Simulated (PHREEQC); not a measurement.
0.6 g of hydrous ferric oxide (600 m²/g; 0.2 weak and 0.005 strong sites per Fe, Dzombak-Morel constants, diffuse double layer) in 1 kg of water with 0.05 mol/kgw of an inert sodium salt, at 25 °C; the pH is set by adding NaOH or the inert anion's acid. Oxygen alone is held at its pressure in air (log pO2 = -0.68). No CO2 enters from the air. Precipitation was switched off in this run.

Model: ion-association model, wateq4f.dat, run in PHREEQC.

| pH | surface charge σ (C/m²) | surface potential ψ (mV) |
|---|---|---|
| 3 | 0.357 | 169 |
| 3.75 | (withheld) | 163 |
| 4.5 | (withheld) | 149 |
| 5.25 | 0.154 | 127 |
| 6 | 0.089 | 99 |
| 6.75 | (withheld) | 67 |
| 7.5 | 0.017 | 31 |
| 8.25 | (withheld) | (withheld) |
| 9 | -0.026 | -45 |

Question: What belongs in the gaps?

Answer: 
- 3.75, surface charge σ (C/m²): 0.317
- 4.5, surface charge σ (C/m²): 0.239
- 6.75, surface charge σ (C/m²): 0.045
- 8.25, surface charge σ (C/m²): -0.004
- 8.25, surface potential ψ (mV): -7

The oxide is taken as insoluble; below pH 4 it would dissolve.
